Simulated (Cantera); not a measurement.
Cantera run:

```python
import numpy as np
import cantera as ct

gas_names = """
    SO2
""".split()
cond_names = """
    K2SO4(a) K2SO4(b) K2SO4(L) S(cr1) S(cr2) S(L) K(cr) K(L)
""".split()


# ... load() reads the species with a 1 bar reference pressure and builds the phases ...
species = {s.name: s for s in load("nasa_gas.yaml", gas_names) + load("nasa_condensed.yaml", cond_names)}
# Each term lists the table entries of one substance; the one whose range holds T is used.
reactions = {
    'K2SO4 + S = 2 SO2(g) + 2 K':
        [(-1, ['K2SO4(a)', 'K2SO4(b)', 'K2SO4(L)']), (-1, ['S(cr1)', 'S(cr2)', 'S(L)']), (2, ['SO2']), (2, ['K(cr)', 'K(L)'])],
}


def pick(names, T):
    return next(species[n] for n in names if species[n].thermo.min_temp <= T <= species[n].thermo.max_temp)


results = []
for label, terms in reactions.items():
    print(label)
    print("     T/K   dH/kJ  dS/(J/K)   dG/kJ   log10 K")
    for T in [375, 425, 475, 525, 575, 625, 675, 725, 775, 825]:
        used = [(nu, pick(names, T)) for nu, names in terms]
        dH = sum(nu * s.thermo.h(T) for nu, s in used) / 1e6
        dS = sum(nu * s.thermo.s(T) for nu, s in used) / 1e3
        dG = dH - T * dS / 1e3
        logK = -dG * 1e6 / (ct.gas_constant * T * np.log(10))
        results.append((label, T, dH, dS, dG, logK, [s.name for _, s in used]))
        print(f"{T:8g} {dH:8.1f} {dS:8.1f} {dG:8.1f} {logK:8.2f}")
```

It prints:

```
K2SO4 + S = 2 SO2(g) + 2 K
     T/K   dH/kJ  dS/(J/K)   dG/kJ   log10 K
     375    847.1    427.1    686.9   -95.68
     425    843.8    419.0    665.8   -81.83
     475    841.8    414.4    644.9   -70.92
     525    839.4    409.7    624.3   -62.12
     575    837.0    405.3    604.0   -54.86
     625    834.5    401.1    583.8   -48.79
     675    831.9    397.1    563.8   -43.63
     725    829.1    393.2    544.1   -39.20
     775    826.1    389.2    524.5   -35.35
     825    822.8    385.0    505.2   -31.98
```

Source: NASA polynomial tables (part measured, part estimated), evaluated in Cantera. Condensed species are held in their standard states even where they would react or evaporate.
